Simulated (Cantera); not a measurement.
A closed system holds: 1 mol HCl, 0.46 mol O₂, equilibrated at 0.200 bar.

Cantera equilibrium calculation (NASA polynomials, part measured and part estimated; ideal gas, pure solids and liquids). Candidate condensed phases: H₂O; 14 gas species. Equilibrium is a limit: real reactors are often held back by kinetics, nucleation or transport. All values below are at 2475 K.

Base state: HCl 0.377, Cl 0.252, O₂ 0.217, H₂O 0.113, OH 0.0214, O 0.0133, H₂ 0.00284, H 0.00268 (mole fractions); condensed: gas only.

**Question.** What changes in the equilibrium state with this change: O₂ from 0.46 to 0.043 mol?

**Answer.** 
| species | before | after |
|---|---|---|
| HCl | 0.377 | 0.714 |
| Cl | 0.252 | 0.184 |
| H₂O | 0.113 | 0.0676 |
| O₂ | 0.217 | 0.00174 |
| O | 0.0133 | 0.00119 |
| H₂ | 0.00284 | 0.0191 |
| OH | 0.0214 | 0.00496 |
| ClO | 0.000590 | 3.86e-5 |
| HOCl | 4.12e-5 | 7.00e-6 |
| H | 0.00268 | 0.00695 |
